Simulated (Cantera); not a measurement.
Feed: 1 mol B2H6, 1.1 mol NH3, 0.61 mol H2, equilibrated at 1102 °C and 13.3 mbar.

Cantera equilibrium calculation (NASA polynomials, part measured and part estimated; ideal gas, pure solids and liquids). Candidate condensed phases: B, BN; 15 gas species. The feed counts by its element totals alone. Mutual solubility and eutectic melting of coexisting phases are not modelled. Kinetics and transport are ignored.

Base state: H2 1.000, H 2.97e-5 (mole fractions); condensed: B(s) + BN(s).

Question: What changes in the equilibrium state with this change: temperature from 1102 °C to 1475 °C?

Answer: 
| species | before | after |
|---|---|---|
| H2 | 1.000 | 0.998 |
| H | 2.97e-5 | 0.00198 |
| N2 | 1.07e-8 | 0.000119 |
| BH2 | 2.41e-6 | 8.87e-5 |
| B(s), mol | 0.900 | 0.901 |
| BN(s), mol | 1.10 | 1.10 |
The tables' values for BH2 are old estimates; treat these amounts as uncertain.
